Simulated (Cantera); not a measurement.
Input: 1 mol Fe(CO)₅, 14 mol N₂, equilibrated at 52.0 mbar.

Equilibrium computed with Cantera from the NASA thermochemical tables; the gas is ideal and each condensed phase is pure. Candidate condensed phases: C, Fe, Fe(CO)₅, FeO, Fe₂O₃, Fe₃O₄; 27 gas species. Condensed phases not in the tables: cementite and carbon dissolved in iron. Rates play no part.

log p: log10 of the partial pressure in bar; n: condensed amount in mol.

```json
[
 {"T (K)": "925", "log p N₂": "-1.41", "log p CO": "-1.89", "log p CO₂": "-3.31", "log p Fe": "<-13", "n C(graphite)": "0.179", "n Fe(α)": "1.00", "n Fe(γ)": "0"},
 {"T (K)": "975", "log p N₂": "-1.42", "log p CO": "-1.87", "log p CO₂": "-3.76", "log p Fe": "<-13", "n C(graphite)": "0.0627", "n Fe(α)": "1.00", "n Fe(γ)": "0"},
 {"T (K)": "1025", "log p N₂": "-1.42", "log p CO": "-1.87", "log p CO₂": "?", "log p Fe": "<-13", "n C(graphite)": "?", "n Fe(α)": "1.00", "n Fe(γ)": "0"},
 {"T (K)": "1075", "log p N₂": "-1.42", "log p CO": "-1.87", "log p CO₂": "-4.60", "log p Fe": "-12.35", "n C(graphite)": "0.00924", "n Fe(α)": "1.00", "n Fe(γ)": "0"},
 {"T (K)": "1125", "log p N₂": "-1.42", "log p CO": "-1.86", "log p CO₂": "-4.96", "log p Fe": "-11.47", "n C(graphite)": "0.00399", "n Fe(α)": "1.00", "n Fe(γ)": "0"},
 {"T (K)": "1175", "log p N₂": "-1.42", "log p CO": "-1.86", "log p CO₂": "?", "log p Fe": "?", "n C(graphite)": "?", "n Fe(α)": "1.00", "n Fe(γ)": "0"},
 {"T (K)": "1225", "log p N₂": "-1.42", "log p CO": "-1.86", "log p CO₂": "-5.60", "log p Fe": "-9.95", "n C(graphite)": "0.000916", "n Fe(α)": "0", "n Fe(γ)": "1.00"},
 {"T (K)": "1275", "log p N₂": "-1.42", "log p CO": "-1.86", "log p CO₂": "-5.88", "log p Fe": "-9.28", "n C(graphite)": "0", "n Fe(α)": "0", "n Fe(γ)": "1.00"},
 {"T (K)": "1325", "log p N₂": "-1.42", "log p CO": "-1.86", "log p CO₂": "-6.14", "log p Fe": "-8.66", "n C(graphite)": "0", "n Fe(α)": "0", "n Fe(γ)": "1.000"},
 {"T (K)": "1375", "log p N₂": "-1.42", "log p CO": "-1.86", "log p CO₂": "-6.38", "log p Fe": "-8.09", "n C(graphite)": "0", "n Fe(α)": "0", "n Fe(γ)": "1.000"}
]
```

**Question.** Complete the blanks.

**Answer.** 
- 1025, log p CO₂: -4.20
- 1025, n C(graphite): 0.0231
- 1175, log p CO₂: -5.30
- 1175, log p Fe: -10.68
- 1175, n C(graphite): 0.00185
